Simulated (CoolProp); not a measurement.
1,2-dichloroethane along the isotherm 500 K: Z from the reference equation and from simpler models built on Tc = 561.6 K, pc = 5226 kPa, ω = 0.269; each cubic takes its own stable root.

Model: reference Helmholtz-energy equation of state, Thol 2015, in CoolProp.

```tsv
p (kPa)	phase	reference	Redlich-Kwong	Soave-Redlich-Kwong	Peng-Robinson
24.8	gas	0.9976	0.9977	0.9976	0.9974
41.8	gas	0.9959	0.9962	0.9960	0.9957
70.6	gas	0.9931	0.9936	0.9932	0.9927
119	gas	0.9883	0.9891	0.9886	0.9876
201	gas	0.9802	0.9815	0.9806	0.9789
339	gas	0.9662	0.9685	0.9669	0.9642
573	gas	0.9417	0.9459	0.9431	0.9384
966	gas	0.8981	0.9059	0.9007	0.8929
1630	gas	0.8142	0.8310	0.8204	0.8075
2750	liquid	0.07509	0.09634	0.09072	0.08005
4650	liquid	0.1248	0.1555	0.1484	0.1313
7840	liquid	0.2056	0.2487	0.2401	0.2129
```
